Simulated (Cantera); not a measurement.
Mixture: CH4 : O2 : N2 : CO2 = 1 : 1 : 3.76 : 0.39 (molar parts), equivalence ratio 2.0, at 1200 Torr, adiabatic and at constant volume. Ignition delay is the time to a rise of 400 K.

Cantera simulation using GRI-Mech 3.0 (53 species, 325 reactions); the numbers are that mechanism's predictions, not measurements.

Question: What does this change do: constant pressure in place of constant volume?

Answer: 
```json
[
 {"quantity": "delay at 1125 K", "before": "0.138 s", "after": "0.147 s"},
 {"quantity": "delay at 1200 K", "before": "46.6 ms", "after": "49.8 ms"},
 {"quantity": "delay at 1275 K", "before": "16.9 ms", "after": "18.2 ms"},
 {"quantity": "delay at 1350 K", "before": "6.56 ms", "after": "7.11 ms"},
 {"quantity": "delay at 1425 K", "before": "2.69 ms", "after": "2.92 ms"},
 {"quantity": "delay at 1500 K", "before": "1.16 ms", "after": "1.27 ms"},
 {"quantity": "delay at 1575 K", "before": "0.538 ms", "after": "0.585 ms"},
 {"quantity": "apparent activation energy between 1425 and 1575 K", "before": "200 kJ/mol", "after": "200 kJ/mol"}
]
```

Question: What does this change do: pressure from 1200 Torr to 24800 Torr?

Answer: 
| quantity | before | after |
|---|---|---|
| delay at 1125 K | 0.138 s | 4.43 ms |
| delay at 1200 K | 46.6 ms | 1.72 ms |
| delay at 1275 K | 16.9 ms | 0.743 ms |
| delay at 1350 K | 6.56 ms | 0.344 ms |
| delay at 1425 K | 2.69 ms | 0.168 ms |
| delay at 1500 K | 1.16 ms | 84.8 µs |
| delay at 1575 K | 0.538 ms | 44.1 µs |
| apparent activation energy between 1425 and 1575 K | 200 kJ/mol | 170 kJ/mol |
The pressure lies above the range GRI-Mech 3.0 was tuned for (to about 10 atm).
